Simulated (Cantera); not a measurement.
Low-pressure radical oxidation in H2/O2

An isothermal, constant-pressure homogeneous reactor starts with H₂ : O₂ = 0.02 : 1 (molar parts), equivalence ratio 0.010, at 1400 K and 0.0140 bar.

Model: the H2/O2 subset of GRI-Mech 3.0, which has no nitrogen chemistry, integrated in Cantera. Radical loss at walls, strong at low pressure, is not modelled.

```csv
t (s),x H₂,x O₂,x H₂O₂,x H₂O,x H
0.000200,0.0196,0.980,6.75e-11,8.13e-8,3.27e-8
0.000665,0.0196,0.980,6.54e-10,3.76e-6,5.97e-7
0.00221,0.00623,0.968,5.01e-8,0.0104,0.00136
0.00737,0.000143,0.963,2.11e-8,0.0177,0.00100
0.0245,0.000132,0.964,2.06e-8,0.0179,0.000884
0.0816,0.000102,0.968,1.92e-8,0.0182,0.000596
0.271,5.15e-5,0.974,1.50e-8,0.0188,0.000207
0.903,1.30e-5,0.978,7.96e-9,0.0194,2.55e-5
3.01,1.99e-6,0.980,2.61e-9,0.0196,1.51e-6
10.0,3.03e-7,0.980,6.71e-10,0.0197,8.95e-8
```
x: mole fraction; the columns are a selection and need not sum to one.

Equilibrium at this temperature and pressure: H₂ 7.68e-8, O₂ 0.980, H₂O₂ 2.59e-10, H₂O 0.0198, H 1.15e-8 (gas phase only).
